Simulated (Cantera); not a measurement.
# Adiabatic ignition

An adiabatic, constant-volume homogeneous reactor starts with CH3OH : O2 : N2 : H2O = 1 : 0.682 : 2.56 : 0.28 (molar parts), equivalence ratio 2.2, at 1773 K and 500000 Pa.

Computed with Cantera and GRI-Mech 3.0 (53 species, 325 reactions). GRI-Mech 3.0 was tuned for natural gas; its chemistry of methanol as a main component is partial and can be far from experiment.

| t (s) | T (K) | P (bar) | x CH3OH | x O2 | x H2O | x NO2 | x H | x NO | x HCO |
|---|---|---|---|---|---|---|---|---|---|
| 2.00e-6 | 1802 | 5.18 | 0.191 | 0.136 | 0.0749 | 7.58e-11 | 5.59e-5 | 5.89e-10 | 5.64e-5 |
| 5.91e-6 | 2829 | 10.5 | 1.74e-12 | 0.00106 | 0.227 | 5.48e-9 | 0.0258 | 5.03e-5 | 2.76e-6 |
| 1.75e-5 | 2951 | 10.9 | 2.43e-12 | 0.000398 | 0.236 | 1.48e-8 | 0.0155 | 0.000173 | 1.85e-6 |
| 5.16e-5 | 2950 | 10.9 | 2.46e-12 | 0.000388 | 0.236 | 3.98e-8 | 0.0153 | 0.000469 | 1.84e-6 |
| 0.000152 | 2947 | 10.9 | 2.48e-12 | 0.000376 | 0.235 | 8.82e-8 | 0.0152 | 0.00105 | 1.83e-6 |
| 0.000451 | 2945 | 10.9 | 2.49e-12 | 0.000369 | 0.235 | 1.15e-7 | 0.0151 | 0.00138 | 1.82e-6 |
| 0.00133 | 2945 | 10.9 | 2.50e-12 | 0.000369 | 0.235 | 1.15e-7 | 0.0151 | 0.00139 | 1.82e-6 |
| 0.00393 | 2945 | 10.9 | 2.50e-12 | 0.000369 | 0.235 | 1.15e-7 | 0.0151 | 0.00139 | 1.82e-6 |
| 0.0116 | 2945 | 10.9 | 2.50e-12 | 0.000369 | 0.235 | 1.15e-7 | 0.0151 | 0.00139 | 1.82e-6 |
| 0.0344 | 2945 | 10.9 | 2.50e-12 | 0.000369 | 0.235 | 1.15e-7 | 0.0151 | 0.00139 | 1.82e-6 |
| 0.102 | 2945 | 10.9 | 2.50e-12 | 0.000369 | 0.235 | 1.15e-7 | 0.0151 | 0.00139 | 1.82e-6 |
| 0.300 | 2945 | 10.9 | 2.50e-12 | 0.000369 | 0.235 | 1.15e-7 | 0.0151 | 0.00139 | 1.82e-6 |
x: mole fraction; the columns are a selection and need not sum to one.

```json
{
  "time_of_steepest_temperature_rise": "3.61 µs",
  "temperature at 0.300 s": "2945 K",
  "equilibrium_temperature": "2945 K",
  "x(CH3OH) at 0.300 s": "2.50e-12 (gas-phase equilibrium 2.59e-12)",
  "x(O2) at 0.300 s": "0.000369 (gas-phase equilibrium 0.000369)",
  "x(H2O) at 0.300 s": "0.235 (gas-phase equilibrium 0.235)"
}
```
